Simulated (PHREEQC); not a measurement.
A column of 1 m (30 cells, dispersivity 0.08 m, 3600 s a shift, diffusion coefficient 3e-10 m²/s) holds 0.013 eq of the database's cation exchanger X per kg of pore water, first in equilibrium with 0.0009 mol ZnSO4 and 1e-05 mol HCl per kg of water. It is flushed with 0.025 mol KCl, 0.0015 mol CdCl2 and 1e-05 mol HCl per kg of water, at 15 °C. Values are for the last cell. No CO2 enters from the air. Nothing may precipitate in this run.

The series has 31 steps of pore volumes, from 0 to 3.017.

Computed with PHREEQC (ion-association model, phreeqc.dat).

Problem. After how many pore volumes does K at the outlet first reach half of its feed value?

Solution. By 1.3 pore volumes.

Problem. After how many pore volumes does Cd at the outlet first reach half of its feed value?

Solution. By 1.4 pore volumes.

Species that the database lacks are ignored.
